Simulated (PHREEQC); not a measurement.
A solution holds 50 mmol/kgw KHCO3 and 47 mmol/kgw KOH, at 25 °C. Closed to the air; pH follows from the charge balance.

Computed with PHREEQC (ion-association model, wateq4f.dat).

```tsv
quantity	before	after
pH	11.00	12.53
ionic strength (mol/kgw)	0.143	0.175
```

Question: What was changed between the two runs?
A) KHCO3 replaced by NaHCO3 at the same molality
B) KOH from 0.047 to 0.0423 mol/kgw
C) temperature from 25 to 55 °C
D) KHCO3 replaced by K2SO4 at the same molality
E) KOH left out

Answer: D, KHCO3 replaced by K2SO4 at the same molality

No solid was allowed to form.
